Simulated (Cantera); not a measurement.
Thermodynamics of silicon carbide growth, feed SiH₂Cl₂ + C₂H₂ + H₂

A closed system holds: 1 mol SiH₂Cl₂, 0.042 mol C₂H₂, 14 mol H₂, equilibrated at 100 Torr.

Equilibrium computed with Cantera from the NASA thermochemical tables; the gas is ideal and each condensed phase is pure. Candidate condensed phases: C, C₆H₆, C₇H₈, C₈H₁₈, Si, SiC; 109 gas species. Mutual solubility and eutectic melting of coexisting phases are not modelled. The tables' values for SiCl₃ are old estimates; treat these amounts as uncertain. Equilibrium is a limit: real reactors are often held back by kinetics, nucleation or transport.

```
T (K)   x H₂   x HCl   x SiCl₂   x SiCl₄  x SiHCl₃   x SiCl₃  n Si(s)  n SiC(s)
-----  -----  ------  --------  --------  --------  --------  -------  --------
1000   0.955  0.0131  0.000307    0.0203    0.0104  0.000506    0.418    0.0839
1050   0.950  0.0192  0.000727    0.0188   0.00963  0.000868    0.440    0.0839
1100   0.944  0.0268   0.00155    0.0167   0.00867   0.00137    0.465    0.0839
1150   0.937  0.0358   0.00300    0.0141   0.00750   0.00197    0.492    0.0839
1200   0.929  0.0454   0.00524    0.0110   0.00613   0.00257    0.516    0.0840
1250   0.921  0.0549   0.00824   0.00782   0.00467   0.00300    0.535    0.0840
1300   0.914  0.0631    0.0116   0.00495   0.00326   0.00311    0.547    0.0840
1350   0.908  0.0692    0.0148   0.00279   0.00209   0.00288    0.552    0.0840
1400   0.904  0.0731    0.0174   0.00144   0.00126   0.00243    0.553    0.0840
1450   0.902  0.0752    0.0193  0.000713  0.000737   0.00194    0.550    0.0840
1500   0.901  0.0761    0.0207  0.000350  0.000428   0.00151    0.547    0.0840
1550   0.900  0.0765    0.0216  0.000174  0.000252   0.00116    0.543    0.0840
```
x: gas mole fraction; n: condensed amount in mol.

From 1000 K to 1550 K the condensed part is Si(s) + SiC(s). The main Si-bearing gas is SiCl₄ at 1000 K and SiCl₂ at 1550 K.
